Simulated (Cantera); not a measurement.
Charge: 1 mol SiCl₄, 270 mol H₂, equilibrated at 2150 °C and 100 Torr.

Method: chemical equilibrium by Gibbs-energy minimisation in Cantera with the NASA 1993 tables (ideal gas, pure condensed phases). The tables' values for SiCl are old estimates; treat these amounts as uncertain. Gases not in the tables: Si₂H₆ and higher silanes. Rates play no part.

```
species    before     after
-------  --------  --------
H₂          0.935     0.875
H          0.0470     0.108
HCl        0.0136    0.0127
Si        0.00300   0.00312
SiCl₂     4.76e-5   8.98e-6
Si₂       1.08e-5   3.60e-6
Cl       0.000488   0.00110
SiH₂     0.000110   4.97e-5
SiCl      8.49e-5   4.61e-5
SiH      0.000315  0.000235
```
Gas species are given as mole fractions.

Which change was made?
A. temperature from 2150 °C to 1175 °C
B. temperature from 2150 °C to 725 °C
C. H₂ from 270 to 32 mol
D. temperature from 2150 °C to 2350 °C

D, temperature from 2150 °C to 2350 °C
